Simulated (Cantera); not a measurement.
Cantera run:

```python
import numpy as np
import cantera as ct

gas_names = """
    O3 ZrO2 NO
""".split()
cond_names = """
    ZrN(s) ZrN(L)
""".split()


# ... load() reads the species with a 1 bar reference pressure and builds the phases ...
species = {s.name: s for s in load("nasa_gas.yaml", gas_names) + load("nasa_condensed.yaml", cond_names)}
# Each term lists the table entries of one substance; the one whose range holds T is used.
reactions = {
    'ZrN + O3(g) = ZrO2(g) + NO(g)':
        [(-1, ['ZrN(s)', 'ZrN(L)']), (-1, ['O3']), (1, ['ZrO2']), (1, ['NO'])],
}


def pick(names, T):
    return next(species[n] for n in names if species[n].thermo.min_temp <= T <= species[n].thermo.max_temp)


results = []
for label, terms in reactions.items():
    print(label)
    print("     T/K   dH/kJ  dS/(J/K)   dG/kJ   log10 K")
    for T in [300, 2723, 2748, 2773, 2798, 2823, 2848, 2873]:
        used = [(nu, pick(names, T)) for nu, names in terms]
        dH = sum(nu * s.thermo.h(T) for nu, s in used) / 1e6
        dS = sum(nu * s.thermo.s(T) for nu, s in used) / 1e3
        dG = dH - T * dS / 1e3
        logK = -dG * 1e6 / (ct.gas_constant * T * np.log(10))
        results.append((label, T, dH, dS, dG, logK, [s.name for _, s in used]))
        print(f"{T:8g} {dH:8.1f} {dS:8.1f} {dG:8.1f} {logK:8.2f}")
```

Result:

```
ZrN + O3(g) = ZrO2(g) + NO(g)
     T/K   dH/kJ  dS/(J/K)   dG/kJ   log10 K
     300     28.5    206.5    -33.4     5.82
    2723    -37.5    161.8   -478.2     9.17
    2748    -38.9    161.3   -482.2     9.17
    2773    -40.3    160.8   -486.2     9.16
    2798    -41.7    160.3   -490.3     9.15
    2823    -43.2    159.8   -494.3     9.15
    2848    -44.6    159.3   -498.2     9.14
    2873    -46.1    158.8   -502.2     9.13
```

Standard-state values (1 bar) from the NASA 1993 polynomials, evaluated with Cantera. ZrN: taken at fixed stoichiometry. Condensed species are held in their standard states even where they would react or evaporate.
